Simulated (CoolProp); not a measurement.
C2F6 (R116) along the isobar 3630 kPa: fugacity coefficient from the reference equation and from simpler models built on Tc = 293.0 K, pc = 3048 kPa, ω = 0.257; each cubic takes its own stable root.

Computed with CoolProp (reference Helmholtz-energy equation of state, Lemmon 2006). It is a short technical equation, of lower accuracy than the large ones.

| T (K) | phase | reference |
|---|---|---|
| 230.1 | liquid | 0.1373 |
| 254.1 | liquid | 0.2731 |
| 278.1 | liquid | 0.4552 |
| 302.1 | supercritical | 0.6452 |
| 326.1 | supercritical | 0.7391 |
| 350 | supercritical | 0.8000 |
| 374 | supercritical | 0.8451 |
| 398 | supercritical | 0.8795 |

Q: How far does each simpler model (van der Waals, Redlich-Kwong, Soave-Redlich-Kwong, Peng-Robinson) lie from the reference over these 8 states: mean and median of the absolute difference, and the worst?

A: 
- van der Waals: mean 24.5 %, median 3.9 %, worst +113.3 % at 230.1 K and 3630 kPa
- Redlich-Kwong: mean 8.6 %, median 3.1 %, worst +32.7 % at 230.1 K and 3630 kPa
- Soave-Redlich-Kwong: mean 1.0 %, median 0.5 %, worst +2.4 % at 254.1 K and 3630 kPa
- Peng-Robinson: mean 2.6 %, median 2.5 %, worst -3.6 % at 302.1 K and 3630 kPa
